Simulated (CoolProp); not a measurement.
Aqueous potassium formate as a coolant, at 31 °C, 1 atm.

The numbers come from the Melinder's fits for secondary coolants in CoolProp.

```tsv
mass %	freezing point (°C)	viscosity (mPa s)	cp (kJ/(kg K))	Prandtl number	density (kg/m³)
2.6	…	0.832	4.081	5.57	…
9.3	-4.5	0.920	3.839	5.94	1052
16	-8.7	1.01	…	6.29	1093
22.7	-13.9	1.15	3.385	6.86	…
29.4	-20.5	1.33	3.179	7.60	1181
36.1	-29.0	1.52	2.995	8.41	1228
42.8	…	…	2.833	9.51	1278
```

Problem. Complete the blanks.

Solution. 
- 2.6, freezing point (°C): -1.1
- 2.6, density (kg/m³): 1012
- 16, cp (kJ/(kg K)): 3.607
- 22.7, density (kg/m³): 1136
- 42.8, freezing point (°C): -39.8
- 42.8, viscosity (mPa s): 1.75
